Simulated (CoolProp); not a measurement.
Isobutene at 298.15 K and 0.0525 MPa is compressed adiabatically to 0.287 MPa with isentropic efficiency 0.7. Each further row changes one setting.

Values from CoolProp's reference Helmholtz-energy equation of state, Lemmon 2005. It is a short technical equation, of lower accuracy than the large ones.

```csv
case,work (kJ/kg),final temperature (K),final density (kg/m³)
as stated,113,___,5.50
efficiency 1,79.1,___,___
efficiency 0.65,___,___,___
```

Question: Complete the blanks.

Answer: 
- as stated, final temperature (K): 366.6
- efficiency 1, final temperature (K): 348.6
- efficiency 1, final density (kg/m³): 5.83
- efficiency 0.65, work (kJ/kg): 122
- efficiency 0.65, final temperature (K): 371.2
- efficiency 0.65, final density (kg/m³): 5.42
